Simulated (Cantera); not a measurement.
**Thermodynamics of silicon carbide growth, feed (CH₃)₂SiCl₂ + C₃H₈ + H₂**

A closed system holds: 1 mol (CH₃)₂SiCl₂, 0.0071 mol C₃H₈, 1100 mol H₂, held at 188 Torr.

These are equilibrium values from Cantera (NASA tables, ideal gas, pure condensed phases), not measurements of a reactor. Candidate condensed phases: C, C₆H₆, C₇H₈, C₈H₁₈, Si, SiC; 109 gas species. The feed counts by its element totals alone. Kinetics and transport are ignored.

From 1498 K to 1898 K the condensed part is C(graphite) + SiC(s). From 1948 K to 1998 K the condensed part is SiC(s). The main Si-bearing gas is SiCl₂ at 1498 K and Si at 1998 K.

```
T (K)  log p H₂  log p H  log p HCl  log p CH₄  log p C₂H₂ (acetylene)  log p Si  n C(graphite)  n SiC(s)
-----  --------  -------  ---------  ---------  ----------------------  --------  -------------  --------
1498      -0.60    -5.07      -3.34      -3.79                   -5.66    -10.14          0.288     1.000
1548      -0.60    -4.81      -3.34      -3.89                   -5.41     -9.56          0.421     1.000
1598      -0.60    -4.58      -3.34      -3.99                   -5.17     -9.01          0.507     1.000
1648      -0.60    -4.35      -3.34      -4.08                   -4.95     -8.50          0.552     1.000
1698      -0.60    -4.14      -3.34      -4.16                   -4.75     -8.02          0.556     0.999
1748      -0.60    -3.94      -3.34      -4.24                   -4.55     -7.56          0.516     0.999
1798      -0.60    -3.76      -3.34      -4.32                   -4.37     -7.13          0.425     0.998
1848      -0.60    -3.58      -3.34      -4.39                   -4.19     -6.73          0.270     0.997
1898      -0.60    -3.41      -3.34      -4.46                   -4.03     -6.34         0.0362     0.994
1948      -0.60    -3.25      -3.35      -4.58                   -3.99     -5.92              0     0.987
1998      -0.60    -3.10      -3.35      -4.70                   -3.97     -5.51              0     0.971
```
log p: log10 of the partial pressure in bar; n: condensed amount in mol.
